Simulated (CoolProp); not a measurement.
Vapour-liquid equilibrium of benzene (1) + m-xylene (2) at 177.55 °C; x and y are mole fractions of (1).

The numbers come from the multi-fluid Helmholtz-energy mixture model, Thol 2012 and Zhou 2012; pair parameters Bell 2016 in CoolProp.

| x | bubble pressure, mixture model (bar) | bubble pressure, Raoult's law (bar) | y, mixture model | y, Raoult's law |
|---|---|---|---|---|
| 0.05 | 2.913 | 2.935 | 0.151 | 0.168 |
| 0.125 | 3.423 | 3.480 | 0.323 | 0.353 |
| 0.2 | 3.933 | 4.025 | 0.451 | 0.489 |
| 0.275 | 4.445 | 4.570 | 0.552 | 0.592 |
| 0.35 | 4.962 | 5.115 | 0.634 | 0.673 |
| 0.425 | 5.485 | 5.660 | 0.701 | 0.739 |
| 0.5 | 6.016 | 6.204 | 0.759 | 0.793 |
| 0.575 | 6.557 | 6.749 | 0.808 | 0.838 |
| 0.65 | 7.109 | 7.294 | 0.852 | 0.877 |
| 0.725 | 7.671 | 7.839 | 0.890 | 0.910 |
| 0.8 | 8.245 | 8.384 | 0.924 | 0.939 |
| 0.875 | 8.832 | 8.928 | 0.955 | 0.964 |
| 0.95 | 9.431 | 9.473 | 0.983 | 0.986 |

The largest gap from Raoult's law is -3.1 % in bubble pressure, at x = 0.425. No azeotrope shows between x = 0.05 and 0.95.

Pair parameters are fitted to limited data, so mixtures are less certain than the pure fluids.
